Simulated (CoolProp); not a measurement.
Vapour-liquid equilibrium of R22 (1) + R115 (2) at 199 K; x and y are mole fractions of (1).

Model: multi-fluid Helmholtz-energy mixture model, Kamei 1995 and Lemmon 2016; pair parameters Bell 2016, in CoolProp.

| x | bubble pressure, mixture model (MPa) | bubble pressure, Raoult's law (MPa) | y, mixture model | y, Raoult's law |
|---|---|---|---|---|
| 0.05 | … | 0.01536 | … | 0.051 |
| 0.2 | … | 0.01539 | 0.340 | 0.203 |
| 0.35 | 0.02078 | 0.01543 | 0.407 | 0.354 |
| 0.5 | … | 0.01547 | 0.463 | 0.504 |
| 0.65 | 0.02031 | 0.01550 | 0.542 | 0.654 |
| 0.8 | 0.01895 | 0.01554 | 0.672 | 0.803 |
| 0.95 | 0.01657 | 0.01558 | 0.895 | 0.951 |

Question: Complete the blanks.

Answer: 
- 0.05, bubble pressure, mixture model (MPa): 0.01752
- 0.05, y, mixture model: 0.162
- 0.2, bubble pressure, mixture model (MPa): 0.02015
- 0.5, bubble pressure, mixture model (MPa): 0.02082

The largest gap from Raoult's law is +34.7 % in bubble pressure, at x = 0.35. y crosses x between x = 0.35 and 0.5: the model has an azeotrope there.

Pair parameters are fitted to limited data, so mixtures are less certain than the pure fluids.
